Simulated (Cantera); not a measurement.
Si + HBr + N2 (silicon etching in halogen gases)

Charge: 1 mol Si, 11 mol HBr, a varied amount of N2, at 898 K and 10.0 mbar.

Cantera equilibrium calculation (NASA polynomials, part measured and part estimated; ideal gas, pure solids and liquids). Candidate condensed phases: Br2, Si, Si3N4; 28 gas species. N2 is the only nitrogen source here; it is nearly inert below about 1500 K, so the nitride shown seldom forms there in practice. Rates play no part.

From 0.41 mol N2 to 1.9 mol N2 nothing is condensed. From 4.1 mol N2 to 40 mol N2 the condensed part is Si3N4(s). The main Si-bearing gas is SiBr4 throughout.

```json
[
 {"n(N2) (mol)": "0.41", "log p N2": "-3.40", "log p HBr": "-2.17", "log p H2": "-2.72", "log p SiBr4": "-3.02", "log p SiHBr3": "-6.36", "n Si3N4(s)": "0"},
 {"n(N2) (mol)": "0.88", "log p N2": "-3.09", "log p HBr": "-2.19", "log p H2": "-2.74", "log p SiBr4": "-3.04", "log p SiHBr3": "-6.38", "n Si3N4(s)": "0"},
 {"n(N2) (mol)": "1.9", "log p N2": "-2.80", "log p HBr": "-2.23", "log p H2": "-2.77", "log p SiBr4": "-3.08", "log p SiHBr3": "-6.42", "n Si3N4(s)": "0"},
 {"n(N2) (mol)": "4.1", "log p N2": "-2.54", "log p HBr": "-2.28", "log p H2": "-2.90", "log p SiBr4": "-3.20", "log p SiHBr3": "-6.62", "n Si3N4(s)": "0.0338"},
 {"n(N2) (mol)": "8.7", "log p N2": "-2.34", "log p HBr": "-2.38", "log p H2": "-3.07", "log p SiBr4": "-3.37", "log p SiHBr3": "-6.87", "n Si3N4(s)": "0.0690"},
 {"n(N2) (mol)": "19", "log p N2": "-2.19", "log p HBr": "-2.55", "log p H2": "-3.33", "log p SiBr4": "-3.63", "log p SiHBr3": "-7.22", "n Si3N4(s)": "0.106"},
 {"n(N2) (mol)": "40", "log p N2": "-2.10", "log p HBr": "-2.76", "log p H2": "-3.64", "log p SiBr4": "-3.94", "log p SiHBr3": "-7.61", "n Si3N4(s)": "0.140"}
]
```
log p: log10 of the partial pressure in bar; n: condensed amount in mol.
